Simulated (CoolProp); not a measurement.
The numbers come from the reference Helmholtz-energy equation of state, McLinden 2015 in CoolProp.

Task: For the fluoroketone C6F12O (FK-5-1-12), give the phase and the density (kg/m³), cv (kJ/(kg K)), isothermal compressibility (1/MPa), expansivity (1/kK) at 439.7 K and 2130 kPa; 463.8 K and 2130 kPa; 481.9 K and 2130 kPa.

Result: 
- 439.7 K and 2130 kPa: liquid; density 944, cv 1.04, isothermal compressibility 0.191, expansivity 16.0
- 463.8 K and 2130 kPa: supercritical; density 318, cv 1.06, isothermal compressibility 1.07, expansivity 17.0
- 481.9 K and 2130 kPa: supercritical; density 256, cv 1.06, isothermal compressibility 0.776, expansivity 8.89
